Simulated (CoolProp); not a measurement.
Vapour-liquid equilibrium of benzene (1) + n-octane (2) at 112.65 °C; x and y are mole fractions of (1).

The numbers come from the multi-fluid Helmholtz-energy mixture model, Thol 2012 and Beckmüller 2019; pair parameters Bell 2016 in CoolProp.

```tsv
x	bubble pressure, mixture model (MPa)	bubble pressure, Raoult's law (MPa)	y, mixture model	y, Raoult's law
0.05	0.08057	0.07866	0.173	0.159
0.2	0.1134	0.1058	0.495	0.474
0.35	0.1441	0.1329	0.668	0.660
0.5	0.1717	0.1601	0.776	0.783
0.65	0.1965	0.1872	0.854	0.870
0.8	0.2198	0.2143	0.918	0.935
0.95	0.2427	0.2415	0.979	0.986
```

The largest gap from Raoult's law is +8.4 % in bubble pressure, at x = 0.35. No azeotrope shows between x = 0.05 and 0.95.

Pair parameters are fitted to limited data, so mixtures are less certain than the pure fluids.
